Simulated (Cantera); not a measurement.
Input: 1 mol Al, 10 mol N2O, a varied amount of H2, equilibrated at 625 K and 14000 Pa.

Cantera equilibrium calculation (NASA polynomials, part measured and part estimated; ideal gas, pure solids and liquids). Candidate condensed phases: Al, AlN, Al2O3, H2O; 35 gas species. Equilibrium is a limit: real reactors are often held back by kinetics, nucleation or transport.

Q: At 200 mol H2, list the 4 most abundant gas species with their mole fractions, and the condensed phases.

A: H2 0.911, N2 0.0473, H2O 0.0405, NH3 0.000729. Condensed: Al2O3(s).
